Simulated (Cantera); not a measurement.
Feed: 1 mol SiCl4, 0.59 mol HCl, 12 mol H2, held at 723 K and 520000 Pa.

Cantera equilibrium calculation (NASA polynomials, part measured and part estimated; ideal gas, pure solids and liquids). Candidate condensed phases: Si; 19 gas species. Kinetics and transport are ignored.

Base state: H2 0.883, SiCl4 0.0731, HCl 0.0439, SiHCl3 0.000440 (mole fractions); condensed: gas only.

### Question
What changes in the equilibrium state with this change: temperature from 723 K to 1400 K?

### Answer
```json
[
 {"species": "H2", "before": "0.883", "after": "0.837"},
 {"species": "HCl", "before": "0.0439", "after": "0.0903"},
 {"species": "SiCl4", "before": "0.0731", "after": "0.0343"},
 {"species": "SiHCl3", "before": "0.000440", "after": "0.0225"},
 {"species": "SiCl2", "before": "<1e-9", "after": "0.00646"},
 {"species": "SiCl3", "before": "2.55e-8", "after": "0.00723"},
 {"species": "SiH3Cl", "before": "<1e-9", "after": "6.31e-5"}
]
```
The tables' values for SiCl3 are old estimates; treat these amounts as uncertain.

### Question
What changes in the equilibrium state with this change: temperature from 723 K to 1123 K?

### Answer
```
species    before     after
-------  --------  --------
H2          0.883     0.867
HCl        0.0439    0.0594
SiCl4      0.0731    0.0581
SiHCl3   0.000440    0.0145
SiCl2       <1e-9   5.04e-5
SiCl3     2.55e-8  0.000485
```
The tables' values for SiCl3 are old estimates; treat these amounts as uncertain.
